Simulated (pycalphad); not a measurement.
An equivalent pycalphad script:

```python
from pycalphad import Database, equilibrium, calculate, variables as v
import numpy as np
db = Database('COST507.tdb')
comps = ['MG', 'SI', 'AL', 'VA']
phases = ['ALMG_BETA', 'ALMG_EPS', 'ALMG_GAMMA', 'DIAMOND_A4', 'FCC_A1', 'HCP_A3', 'LIQUID', 'MG2SI']
eq = equilibrium(db, comps, phases, {v.X('SI'): 0.0022, v.X('AL'): 0.003, v.T: np.arange(1650, 349, -50), v.P: 101325, v.N: 1}, output=['HM', 'SM'])
```

Computed with pycalphad from the COST 507 light-alloy database (1999), at 1 atm. No gas phase is included, though pure Mg would boil below 1650 K. These are 1990s assessments: newer ones move some temperatures and phases. Amounts are mole fractions of atoms. Kinetics are ignored, which matters at the lower temperatures.

Results at three of the temperatures:

```
T = 1050.00 K, P = 101325 Pa, N = 1 mol of atoms
G = -51271 J/mol, H = 30513 J/mol, S = 77.89 J/(mol K)  (SER reference)
chemical potentials (J/mol): Mg -50999, Si -111854, Al -96971
phase             fraction      x(Mg)      x(Si)      x(Al)
LIQUID              1.0000     0.9948     0.0022     0.0030
```

```
T = 750.00 K, P = 101325 Pa, N = 1 mol of atoms
G = -31025 J/mol, H = 12259 J/mol, S = 57.71 J/(mol K)  (SER reference)
chemical potentials (J/mol): Mg -30849, Si -77273, Al -55604
phase             fraction      x(Mg)      x(Si)      x(Al)
HCP_A3              0.9934     0.9970   1.22e-06     0.0030
MG2SI               0.0066     0.6667     0.3333       none
```

```
T = 650.00 K, P = 101325 Pa, N = 1 mol of atoms
G = -25459 J/mol, H = 9333 J/mol, S = 53.53 J/(mol K)  (SER reference)
chemical potentials (J/mol): Mg -25290, Si -74743, Al -45508
phase             fraction      x(Mg)      x(Si)      x(Al)
HCP_A3              0.9934     0.9970   8.15e-08     0.0030
MG2SI               0.0066     0.6667     0.3333       none
```

Changes of the phase set, refined by bisection:

```tsv
T (K)	phases above	phases below
919.5	liquid	hcp + liquid
908.0	hcp + liquid	hcp + liquid + MG2SI
906.3	hcp + liquid + MG2SI	hcp + MG2SI
```

Database names, with the compositions (at.%) that they take in these runs: MG2SI: Mg 67 Si 33. HCP_A3 is hcp. An entry "none" or "no" means that the model of the phase leaves that element out.
